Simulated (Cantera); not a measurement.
A closed system holds: 1 mol TEOS, 0.15 mol CO₂, equilibrated at 0.940 bar.

These are equilibrium values from Cantera (NASA tables, ideal gas, pure condensed phases), not measurements of a reactor. Candidate condensed phases: C, C₆H₆, C₇H₈, C₈H₁₈, H₂O, Si, SiC, SiO₂; 123 gas species. The feed counts by its element totals alone. The tables hold silica as quartz up to 1696 K and as liquid above; real silica turns to tridymite and cristobalite and melts near 1996 K. Equilibrium is a limit: real reactors are often held back by kinetics, nucleation or transport.

x: gas mole fraction; n: condensed amount in mol.

```tsv
T (K)	x H₂	x CH₄	x H₂O	x CO	x CO₂	x SiO	x H	n C(graphite)	n SiO₂(α-quartz)	n SiO₂(β-quartz)	n SiC(s)
525	0.0258	0.621	0.336	1.45e-5	0.0164	<1e-12	<1e-12	4.18	1.00	0	0
675	0.191	0.499	0.282	0.00155	0.0275	<1e-12	<1e-12	4.56	1.00	0	0
825	0.527	0.236	0.175	0.0281	0.0334	<1e-12	[?]	5.62	1.00	0	0
975	0.739	0.0644	0.0536	0.128	0.0149	<1e-12	[?]	5.89	0	1.00	0
1125	0.793	0.0170	0.00862	0.180	0.00178	<1e-12	[?]	5.77	0	1.00	0
1275	0.806	0.00566	0.00165	0.186	0.000229	4.07e-10	[?]	5.80	0	1.00	0
1425	0.810	0.00232	0.000433	0.187	4.39e-5	3.47e-7	[?]	5.83	0	1.000	0
1575	0.811	0.00113	0.000146	0.187	1.16e-5	7.95e-5	[?]	5.84	0	0.999	0
1725	0.698	0.000458	8.27e-5	0.299	1.01e-5	0.00133	[?]	2.88	0	0	0.981
1875	0.698	0.000278	3.91e-5	0.299	4.07e-6	0.00204	[?]	2.90	0	0	0.971
2025	0.697	0.000182	2.07e-5	0.298	1.89e-6	0.00293	[?]	2.91	0	0	0.958
```

Q: Complete the blanks.

A: 
- 825, x H: 5.94e-12
- 975, x H: 1.01e-9
- 1125, x H: 4.08e-8
- 1275, x H: 6.83e-7
- 1425, x H: 6.33e-6
- 1575, x H: 3.86e-5
- 1725, x H: 0.000160
- 1875, x H: 0.000565
- 2025, x H: 0.00166
